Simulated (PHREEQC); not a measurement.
## Phosphoric acid bath

A solution holds 0.27 mol/kgw NaH2PO4, 0.00082 mol/kgw H2SO4 and 0.00028 mol/kgw NiSO4, at 25 °C. Closed to the air; pH follows from the charge balance.

Equilibrium calculation in PHREEQC: ion-association model, wateq4f.dat.

Precipitation was switched off in this run.

Question: Estimate the pH.

Answer: pH 4.09.

Question: In which forms is S present?

Answer: SO4-2 74 %, NaSO4- 26 % of the S.

Complexes and solids missing from the database can't appear. H3PO4, which wateq4f.dat lacks, is added to it with the constant of phreeqc.dat. The database has no phosphate complexes of Ni.
